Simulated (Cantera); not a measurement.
A Cantera script and its output.

```python
import numpy as np
import cantera as ct

gas = ct.Solution("gri30.yaml")
gas.TPX = 1400, 450, {'CH4': 1, 'N2': 7.3}
reactor = ct.IdealGasConstPressureReactor(gas, energy="off", clone=False)
net = ct.ReactorNet([reactor])
net.rtol, net.atol = 1e-08, 1e-18
show = ['CH4', 'CH2', 'C2H4', 'H2', 'C2H']
times = np.geomspace(0.0002, 100, 13)

steps = ct.SolutionArray(gas, extra=["t"])
rows = []
print(f"{'t/s':>10s}{'T/K':>9s}{'P/Pa':>11s}" + "".join(f"{s:>11s}" for s in show))
for t in times:
    while net.time < t:
        t_next = net.step()
        steps.append(gas.state, t=t_next)
    rows.append([np.interp(t, steps.t, y) for y in (steps.T, steps.P, *steps(*show).X.T)])
    print(f"{t:10.3e}{rows[-1][0]:9.1f}{rows[-1][1]:11.4g}" + "".join(f"{x:11.3e}" for x in rows[-1][2:]))
rate = np.gradient(steps.T, steps.t)
print("integrator steps:", len(steps.t))
if steps.T.max() > steps.T[0] + 200:
    print(f"time of steepest temperature rise: {steps.t[rate.argmax()]:.4e} s")
gas.TPX = 1400, 450, {'CH4': 1, 'N2': 7.3}
gas.equilibrate("TP")
print(f"equilibrium (TP): T = {gas.T:.1f} K  " + "  ".join(f"{s} {gas[s].X[0]:.3e}" for s in show))
```

It prints:

```
       t/s      T/K       P/Pa        CH4        CH2       C2H4         H2        C2H
 2.000e-04   1400.0        450  1.205e-01  3.871e-17  5.746e-18  2.421e-09  1.053e-33
 5.970e-04   1400.0        450  1.205e-01  5.180e-16  4.689e-16  1.152e-08  8.825e-31
 1.782e-03   1400.0        450  1.205e-01  3.941e-15  2.942e-14  4.054e-08  5.801e-28
 5.318e-03   1400.0        450  1.205e-01  2.656e-14  1.168e-12  1.272e-07  2.427e-25
 1.587e-02   1400.0        450  1.205e-01  2.010e-13  3.582e-11  3.860e-07  7.131e-23
 4.738e-02   1400.0        450  1.205e-01  1.674e-12  1.001e-09  1.160e-06  1.847e-20
 1.414e-01   1400.0        450  1.205e-01  1.445e-11  2.691e-08  3.518e-06  4.515e-18
 4.221e-01   1400.0        450  1.205e-01  1.228e-10  7.002e-07  1.176e-05  9.946e-16
 1.260e+00   1400.0        450  1.204e-01  9.392e-10  1.663e-05  6.575e-05  1.109e-13
 3.761e+00   1400.0        450  1.196e-01  5.456e-09  3.001e-04  8.237e-04  6.097e-12
 1.122e+01   1400.0        450  1.122e-01  1.215e-08  1.810e-03  9.314e-03  1.943e-10
 3.350e+01   1400.0        450  9.339e-02  8.189e-09  1.120e-03  3.515e-02  8.829e-10
 1.000e+02   1400.0        450  6.585e-02  5.443e-09  3.966e-04  7.269e-02  1.812e-09
integrator steps: 907
equilibrium (TP): T = 1400.0 K  CH4 1.204e-04  CH2 5.745e-11  C2H4 1.411e-05  H2 1.611e-01  C2H 4.163e-09
```

Cantera simulation using GRI-Mech 3.0 (53 species, 325 reactions); the numbers are that mechanism's predictions, not measurements. GRI-Mech 3.0 stops at C3 and has no aromatics, soot or wall deposition, so with more carbon than oxygen in the feed, carbon stays in small species such as C2H2 where larger ones or solid carbon would form. Radical loss at walls, strong at low pressure, is not modelled.
